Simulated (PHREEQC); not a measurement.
Solution (25 °C): 3.2 mmol/kgw CdCl2, 4.6 mmol/kgw NaAlO2, 2.9 mmol/kgw Al2(SO4)3 and 0.08 mmol/kgw FeCl2. Closed to the air; pH follows from the charge balance.

Equilibrium calculation in PHREEQC: ion-association model, phreeqc.dat.

Precipitation was switched off in this run.

Problem. What pH does the model give?

Solution. pH 5.89.

Problem. In which forms is Na present?

Solution. Na+ 98 %, NaSO4- 1.6 % of the Na.

The solution is supersaturated, for example in Al(OH)3(a), Gibbsite (slow to form), so a real one may precipitate; this is no full list.
